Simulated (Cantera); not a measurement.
Input: 1 mol SiHCl₃, 0.37 mol N₂, equilibrated at 0.100 bar.

Method: chemical equilibrium by Gibbs-energy minimisation in Cantera with the NASA 1993 tables (ideal gas, pure condensed phases). Candidate condensed phases: NH₄Cl, Si, Si₃N₄; 28 gas species. N₂ is the only nitrogen source here; it is nearly inert below about 1500 K, so the nitride shown seldom forms there in practice. Equilibrium is a limit: real reactors are often held back by kinetics, nucleation or transport.

Task: At 850 K, list the 5 most abundant gas species with their mole fractions, and the condensed phases.

Result: SiCl₄ 0.425, HCl 0.310, H₂ 0.180, N₂ 0.0847, SiHCl₃ 0.000409. Condensed: Si₃N₄(s).
